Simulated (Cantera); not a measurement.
Cantera run, input and output.

```python
import numpy as np
import cantera as ct

gas = ct.Solution("gri30.yaml")


def delay(T, t_max=10):
    gas.TPX = T, 1700000, {'CO': 1, 'H2': 0.72, 'O2': 1.32, 'N2': 4.97}
    reactor = ct.IdealGasReactor(gas, clone=False)
    net = ct.ReactorNet([reactor])
    net.rtol, net.atol = 1e-8, 1e-16
    while net.time < t_max:
        t_old, T_old = net.time, reactor.T
        net.step()
        if reactor.T > T + 400:  # ignition: a rise of 400 K
            return t_old + (T + 400 - T_old) / (reactor.T - T_old) * (net.time - t_old)
    return np.nan


taus = []
for T in [1075, 1150, 1225, 1300, 1375, 1450, 1525, 1600, 1675, 1750]:
    taus.append(delay(T))
    print(f"T0 = {T:6g} K   tau = {taus[-1]:.4e} s")
```

Result:

```
T0 =   1075 K   tau = 8.1979e-04 s
T0 =   1150 K   tau = 1.7302e-04 s
T0 =   1225 K   tau = 3.5843e-05 s
T0 =   1300 K   tau = 7.8521e-06 s
T0 =   1375 K   tau = 3.0714e-06 s
T0 =   1450 K   tau = 1.7956e-06 s
T0 =   1525 K   tau = 1.2509e-06 s
T0 =   1600 K   tau = 9.5741e-07 s
T0 =   1675 K   tau = 7.7909e-07 s
T0 =   1750 K   tau = 6.6362e-07 s
```

Model: GRI-Mech 3.0 (53 species, 325 reactions), integrated in Cantera. The hydrogen kinetics of GRI-Mech 3.0 are dated; newer H2 mechanisms differ, most at raised pressure. The pressure lies above the range GRI-Mech 3.0 was tuned for (to about 10 atm). Where the delays flatten at high temperature, the 400 K rule measures the pace of heat release, not the induction time.
